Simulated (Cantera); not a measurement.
An isothermal, constant-pressure homogeneous reactor starts with 84.7 % N₂O, 15.3 % O₂, at 1150 K and 23000 Pa.

Cantera simulation using GRI-Mech 3.0 (53 species, 325 reactions); the numbers are that mechanism's predictions, not measurements. GRI-Mech 3.0 was tuned for natural gas; its chemistry of N2O as a main component is partial and can be far from experiment. The mechanism lacks the step 2 NO + O2 → 2 NO2, which can matter for NO2 below about 1400 K. The temperature is held fixed by assumption; the heat of reaction is taken as removed at once.

Predict: x(N₂O) at 200 s; x(O₂) at 200 s; x(NO₂) at 200 s; x(NO) at 200 s; x(N₂) at 200 s; x(O) at 200 s.


```
Item                                                Value
---------------  ----------------------------------------
x(N₂O) at 200 s  0.000774 (gas-phase equilibrium 4.81e-9)
x(O₂) at 200 s        0.383 (gas-phase equilibrium 0.405)
x(NO₂) at 200 s  0.000442 (gas-phase equilibrium 2.30e-6)
x(NO) at 200 s    0.0433 (gas-phase equilibrium 0.000159)
x(N₂) at 200 s        0.573 (gas-phase equilibrium 0.595)
x(O) at 200 s     1.66e-8 (gas-phase equilibrium 1.11e-8)
```
